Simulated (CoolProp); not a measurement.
Saturation properties of c-C4F8 (RC318) (Tc = 388.4 K, pc = 2.778 MPa, ω = 0.355).

Values from CoolProp's reference Helmholtz-energy equation of state, Platzer 1990. This equation is an older, rougher fit; its heat capacities, sound speeds and derivatives of the liquid may be far off and weren't checked against measurements.

| T (K) | p (MPa) | vapour density (kg/m³) | liquid conductivity (mW/(m K)) |
|---|---|---|---|
| 292.4 | 0.2590 | 23.35 | 66.7 |
| 300.9 | 0.3409 | 30.53 | ___ |
| 309.5 | 0.4424 | 39.52 | ___ |
| 318 | 0.5636 | 50.47 | ___ |
| 326.5 | ___ | 63.92 | 57.4 |
| 335 | 0.8785 | ___ | 55.0 |
| 343.6 | 1.080 | ___ | 52.4 |
| 352.1 | 1.312 | 127.2 | ___ |
| 360.6 | 1.580 | 160.7 | 47.3 |

Task: Some entries are withheld; supply them.

Result: 
- 300.9, liquid conductivity (mW/(m K)): 64.5
- 309.5, liquid conductivity (mW/(m K)): 62.2
- 318, liquid conductivity (mW/(m K)): 59.9
- 326.5, p (MPa): 0.7080
- 335, vapour density (kg/m³): 80.48
- 343.6, vapour density (kg/m³): 101.3
- 352.1, liquid conductivity (mW/(m K)): 49.9

It boils at 267.2 K under 1 atm.

Thermal conductivity comes from a separate model (Huber 2003), an estimate that may be off by 10 % or more.
